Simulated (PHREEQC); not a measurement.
## Phosphoric acid bath (model solution)

Dissolve 1.9 mmol/kgw KH2PO4 and 1.2 mmol/kgw HNO3 at 25 °C. Closed to the air; pH follows from the charge balance.

Model: ion-association model, phreeqc.dat, run in PHREEQC.

Precipitation was switched off in this run.

What pH, ionic strength does the model give?

pH 3.03; ionic strength 0.00288 mol/kgw.

In which forms is P present?

H2PO4- 89 %, H3PO4 11 % of the P.
